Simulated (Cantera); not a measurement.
Feed: 1 mol TiCl₄, 63 mol H₂, 0.22 mol O₂, at 1200 °C and 3.10 mbar.

These are equilibrium values from Cantera (NASA tables, ideal gas, pure condensed phases), not measurements of a reactor. Candidate condensed phases: H₂O, Ti, TiCl₂, TiCl₃, TiCl₄, TiO, TiO₂, Ti₂O₃, Ti₃O₅, Ti₄O₇; 23 gas species. The tables' values for TiCl₂ are old estimates; treat these amounts as uncertain. TiO: taken at fixed stoichiometry. The numbers say what is thermodynamically allowed, not how fast it happens.

Base state: H₂ 0.954, HCl 0.0373, TiCl₃ 0.00705, TiCl₂ 0.00154, H 0.000222, TiCl₄ 5.62e-5 (mole fractions); condensed: TiO(s).

Task: What changes in the equilibrium state with this change: TiCl₄ replaced by Ti(OiPr)₄?

Result: 
```csv
species,before,after
H₂,0.954,0.945
CO,0,0.0545
H,0.000222,0.000221
HCl,0.0373,0
TiCl₃,0.00705,0
TiCl₂,0.00154,0
TiCl₄,5.62e-5,0
"TiO(s), mol",0.440,0
"C(graphite), mol",0,6.56
"TiC(s), mol",0,1.00
```
The feed counts by its element totals alone. TiC: taken at fixed stoichiometry. Further candidate phases: C, C₆H₆, C₇H₈, C₈H₁₈, TiC.
